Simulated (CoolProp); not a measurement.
Properties of R1336mzz(E) along the isotherm 410 K (Tc = 403.5 K, pc = 2779 kPa, ω = 0.413).

Computed with CoolProp (reference Helmholtz-energy equation of state, Akasaka 2023).

```tsv
p (kPa)	phase	density (kg/m³)	isothermal compressibility (1/MPa)
18	gas	0.8681	55.68
34.2	gas	1.653	29.36
64.8	gas	3.143	15.56
123	gas	6.010	8.256
233	gas	11.55	4.422
441	gas	22.47	2.406
837	gas	45.21	1.352
1590	gas	98.51	0.8432
3010	supercritical	365.2	2.004
5700	supercritical	905.6	0.04328
```
